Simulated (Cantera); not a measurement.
A Cantera script and its output.

```python
import numpy as np
import cantera as ct

gas = ct.Solution("gri30.yaml")
gas.TPX = 2050, 130000, {'NO': 2.2, 'N2': 0.2}
reactor = ct.IdealGasConstPressureReactor(gas, energy="off", clone=False)
net = ct.ReactorNet([reactor])
net.rtol, net.atol = 1e-08, 1e-18
show = ['NO', 'O2', 'O', 'NO2', 'N2', 'N2O']
times = np.geomspace(8e-06, 7, 11)

steps = ct.SolutionArray(gas, extra=["t"])
rows = []
print(f"{'t/s':>10s}{'T/K':>9s}{'P/Pa':>11s}" + "".join(f"{s:>11s}" for s in show))
for t in times:
    while net.time < t:
        t_next = net.step()
        steps.append(gas.state, t=t_next)
    rows.append([np.interp(t, steps.t, y) for y in (steps.T, steps.P, *steps(*show).X.T)])
    print(f"{t:10.3e}{rows[-1][0]:9.1f}{rows[-1][1]:11.4g}" + "".join(f"{x:11.3e}" for x in rows[-1][2:]))
rate = np.gradient(steps.T, steps.t)
print("integrator steps:", len(steps.t))
if steps.T.max() > steps.T[0] + 200:
    print(f"time of steepest temperature rise: {steps.t[rate.argmax()]:.4e} s")
gas.TPX = 2050, 130000, {'NO': 2.2, 'N2': 0.2}
gas.equilibrate("TP")
print(f"equilibrium (TP): T = {gas.T:.1f} K  " + "  ".join(f"{s} {gas[s].X[0]:.3e}" for s in show))
```

Output:

```
       t/s      T/K       P/Pa         NO         O2          O        NO2         N2        N2O
 8.000e-06   2050.0    1.3e+05  9.166e-01  1.046e-07  9.768e-06  4.932e-06  8.333e-02  1.422e-05
 3.143e-05   2050.0    1.3e+05  9.165e-01  1.274e-06  2.204e-05  3.781e-05  8.334e-02  5.319e-05
 1.235e-04   2050.0    1.3e+05  9.162e-01  2.460e-05  5.867e-05  1.835e-04  8.340e-02  1.732e-04
 4.849e-04   2050.0    1.3e+05  9.146e-01  5.024e-04  1.161e-04  4.293e-04  8.396e-02  3.624e-04
 1.905e-03   2050.0    1.3e+05  9.088e-01  3.338e-03  1.308e-04  4.872e-04  8.681e-02  4.028e-04
 7.483e-03   2050.0    1.3e+05  8.863e-01  1.452e-02  1.589e-04  5.918e-04  9.808e-02  3.795e-04
 2.940e-02   2050.0    1.3e+05  8.029e-01  5.602e-02  2.347e-04  8.219e-04  1.398e-01  3.037e-04
 1.155e-01   2050.0    1.3e+05  5.558e-01  1.794e-01  3.775e-04  9.445e-04  2.634e-01  1.391e-04
 4.536e-01   2050.0    1.3e+05  1.818e-01  3.667e-01  5.233e-04  4.355e-04  4.505e-01  1.460e-05
 1.782e+00   2050.0    1.3e+05  2.562e-02  4.451e-01  5.731e-04  6.750e-05  5.287e-01  7.801e-07
 7.000e+00   2050.0    1.3e+05  1.076e-02  4.525e-01  5.775e-04  2.857e-05  5.361e-01  5.620e-07
integrator steps: 1276
equilibrium (TP): T = 2050.0 K  NO 1.065e-02  O2 4.526e-01  O 5.775e-04  NO2 2.828e-05  N2 5.362e-01  N2O 5.611e-07
```

Computed with Cantera and GRI-Mech 3.0 (53 species, 325 reactions).
